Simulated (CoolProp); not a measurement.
Water along the isotherm 590.85 °C: Z from the reference equation and from simpler models built on Tc = 373.9 °C, pc = 22.06 MPa, ω = 0.344; each cubic takes its own stable root.

Values from CoolProp's reference Helmholtz-energy equation of state, Wagner 2002.

| p (MPa) | phase | reference |
|---|---|---|
| 2.21 | gas | 0.9893 |
| 4.41 | gas | 0.9784 |
| 6.62 | gas | 0.9673 |
| 8.83 | gas | 0.9561 |
| 11 | gas | 0.9450 |
| 13.2 | gas | 0.9336 |
| 15.4 | gas | 0.9221 |
| 17.7 | gas | 0.9099 |
| 19.9 | gas | 0.8983 |
| 22.1 | supercritical | 0.8865 |
| 24.3 | supercritical | 0.8748 |
| 26.5 | supercritical | 0.8630 |
| 28.7 | supercritical | 0.8513 |
| 30.9 | supercritical | 0.8396 |
| 33.1 | supercritical | 0.8280 |

Q: How far does each simpler model (Pitzer virial, Soave-Redlich-Kwong, Peng-Robinson) lie from the reference over these 15 states: mean and median of the absolute difference, and the worst?

A: 
- Pitzer virial: mean 0.1 %, median 0.1 %, worst -0.2 % at 590.85 °C and 11 MPa
- Soave-Redlich-Kwong: mean 1.3 %, median 1.0 %, worst +3.8 % at 590.85 °C and 33.1 MPa
- Peng-Robinson: mean 0.7 %, median 0.8 %, worst -1.1 % at 590.85 °C and 17.7 MPa
